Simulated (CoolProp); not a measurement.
A Linde-Hampson liquefier for CF4 (R14): isothermal reversible compression at 300 K from 1 atm to 15 MPa, throttling to 1 atm, return gas leaving the recuperator 2 K below the feed. Each further row changes one setting.

Model: reference Helmholtz-energy equation of state, Platzer 1990, in CoolProp. This equation is an older, rougher fit; its heat capacities, sound speeds and derivatives of the liquid may be far off and weren't checked against measurements.

```json
[
 {"case": "as stated", "liquid yield per pass": "0.241", "compression work (kJ/kg of gas)": "129"},
 {"case": "high pressure 30 MPa", "liquid yield per pass": "___", "compression work (kJ/kg of gas)": "___"},
 {"case": "warm-end temperature 330 K", "liquid yield per pass": "0.173", "compression work (kJ/kg of gas)": "___"},
 {"case": "warm-end gap 7 K", "liquid yield per pass": "0.229", "compression work (kJ/kg of gas)": "129"}
]
```

Problem. Some entries are withheld; supply them.

Solution. 
- high pressure 30 MPa, liquid yield per pass: 0.289
- high pressure 30 MPa, compression work (kJ/kg of gas): 145
- warm-end temperature 330 K, compression work (kJ/kg of gas): 146
